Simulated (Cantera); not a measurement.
Input: 1 mol C₂F₆, 0.096 mol F₂, at 10.0 Torr.

Equilibrium computed with Cantera from the NASA thermochemical tables; the gas is ideal and each condensed phase is pure. Candidate condensed phases: C; 13 gas species. The feed counts by its element totals alone. Gases not in the tables: C₂F₆ and larger saturated fluorocarbons. Kinetics and transport are ignored.

Problem. What share of the C ends up in condensed phases as a function of T (K), at 1773, 1823, 1873, 1923, 1973, 2023, 2073, 2123, 2173, 2223, 2273, 2323, 2373, 2423?

Solution. 
| T (K) | C condensed (%) | as |
|---|---|---|
| 1773 | 22.2 | C(graphite) |
| 1823 | 21.9 | C(graphite) |
| 1873 | 21.5 | C(graphite) |
| 1923 | 20.8 | C(graphite) |
| 1973 | 19.9 | C(graphite) |
| 2023 | 18.6 | C(graphite) |
| 2073 | 16.8 | C(graphite) |
| 2123 | 14.3 | C(graphite) |
| 2173 | 11.1 | C(graphite) |
| 2223 | 7.2 | C(graphite) |
| 2273 | 2.9 | C(graphite) |
| 2323 | 0.0 | - |
| 2373 | 0.0 | - |
| 2423 | 0.0 | - |
